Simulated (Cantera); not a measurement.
Feed: 1 mol Ti(OiPr)4, 6.9 mol H2O, held at 1375 K and 24.0 Pa.

Cantera equilibrium calculation (NASA polynomials, part measured and part estimated; ideal gas, pure solids and liquids). Candidate condensed phases: C, C6H6, C7H8, C8H18, H2O, Ti, TiC, TiO, TiO2, Ti2O3, Ti3O5, Ti4O7; 113 gas species. The feed counts by its element totals alone. TiC: taken at fixed stoichiometry. Equilibrium is a limit: real reactors are often held back by kinetics, nucleation or transport.

Base state: H2 0.657, CO 0.343, H 0.000179 (mole fractions); condensed: C(graphite) + TiC(s).

### Question
What changes in the equilibrium state with this change: H2O from 6.9 to 26 mol?

### Answer
| species | before | after |
|---|---|---|
| H2 | 0.657 | 0.507 |
| H2O | 2.49e-7 | 0.262 |
| CO | 0.343 | 0.185 |
| CO2 | 6.27e-8 | 0.0461 |
| H | 0.000179 | 0.000158 |
| C(graphite), mol | 0.0999 | 0 |
| TiC(s), mol | 1.00 | 0 |
| TiO2(rutile), mol | 0 | 1.00 |

### Question
What changes in the equilibrium state with this change: Ti(OiPr)4 replaced by TiCl4?

### Answer
```tsv
species	before	after
H2O	2.49e-7	0.550
HCl	0	0.447
Cl	0	0.00227
H2	0.657	0.00130
CO	0.343	0
O2	<1e-9	6.95e-5
OH	<1e-9	6.06e-5
H	0.000179	7.98e-6
C(graphite), mol	0.0999	0
TiC(s), mol	1.00	0
TiO2(rutile), mol	0	1.00
```
Further candidate phases: TiCl2, TiCl3, TiCl4.
